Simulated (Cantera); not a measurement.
Charge: 1 mol ZrN, 9.1 mol H₂, at 0.000110 bar.

These are equilibrium values from Cantera (NASA tables, ideal gas, pure condensed phases), not measurements of a reactor. Candidate condensed phases: Zr, ZrN; 22 gas species. Ions and electrons are included (thermal ionisation). The numbers say what is thermodynamically allowed, not how fast it happens.

Question: At 3477 °C, list the 5 most abundant gas species with their mole fractions, and the condensed phases.

Answer: H 0.920, Zr 0.0505, N₂ 0.0207, N 0.00920, H₂ 9.25e-5. Condensed: gas only.
